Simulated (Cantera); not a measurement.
An isothermal, constant-pressure homogeneous reactor starts with CH₄ : O₂ : N₂ = 0.0075 : 0.0025 : 1 (molar parts), equivalence ratio 6.0, at 1500 K and 760 Torr.

Cantera simulation using GRI-Mech 3.0 (53 species, 325 reactions); the numbers are that mechanism's predictions, not measurements. GRI-Mech 3.0 stops at C3 and has no aromatics, soot or wall deposition, so with more carbon than oxygen in the feed, carbon stays in small species such as C2H2 where larger ones or solid carbon would form.

x: mole fraction; the columns are a selection and need not sum to one.

```
t (s)        x CH₄     x O₂     x HCN     x CO₂    x C₂H₆
--------  --------  -------  --------  --------  --------
1.00e-6    0.00743  0.00248    <1e-12    <1e-12    <1e-12
4.78e-6    0.00743  0.00248    <1e-12    <1e-12    <1e-12
2.29e-5    0.00743  0.00248    <1e-12    <1e-12    <1e-12
0.000109   0.00743  0.00248    <1e-12  3.29e-12  1.25e-10
0.000524   0.00742  0.00248    <1e-12  1.63e-10   1.42e-8
0.00250    0.00741  0.00247    <1e-12       [?]   1.03e-6
0.0120     0.00731  0.00245  5.56e-12       [?]   1.86e-5
0.0573     0.00559  0.00189   3.16e-9       [?]   7.72e-5
0.274      0.00235  6.36e-5   1.49e-7       [?]   3.63e-6
1.31       0.00162  2.57e-8   1.87e-7       [?]   8.87e-7
6.27      0.000723   <1e-12   2.57e-7       [?]   1.68e-7
30.0      0.000338   <1e-12   3.95e-7       [?]   3.45e-8
```

**Question.** Fill in the missing entries.

**Answer.** 
- 0.00250, x CO₂: 1.08e-8
- 0.0120, x CO₂: 5.15e-7
- 0.0573, x CO₂: 2.69e-5
- 0.274, x CO₂: 0.000146
- 1.31, x CO₂: 0.000186
- 6.27, x CO₂: 0.000223
- 30.0, x CO₂: 0.000202
